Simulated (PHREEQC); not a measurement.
## Copper plating or etch bath: speciation

Solution (20 °C and 50 atm): 0.0023 mol CuSO4, 0.0012 mol HNO3 and 8.6e-05 mol FeCl3 per kg of water. Closed to the air; pH follows from the charge balance.

The numbers come from PHREEQC with the ion-association model, phreeqc.dat.

Each row changes one thing in this solution. This is a speciation only: nothing precipitates in the calculation.

| case | pH | ionic strength (mol/kgw) |
|---|---|---|
| as made | 2.99 | 0.00906 |
| FeCl3 left out | 3.00 | 0.00887 |
| CuSO4 left out | 2.91 | 0.00157 |
| CuSO4 from 0.0023 to 0.00046 mol/kgw | 2.94 | 0.00316 |
| diluted 10-fold with water | 3.90 | 0.00104 |

Some of these states are supersaturated (in Hematite (slow to form), Goethite (slow to form), for instance). Under pressure, the constants of complexes without a molar volume in the database are unreliable.
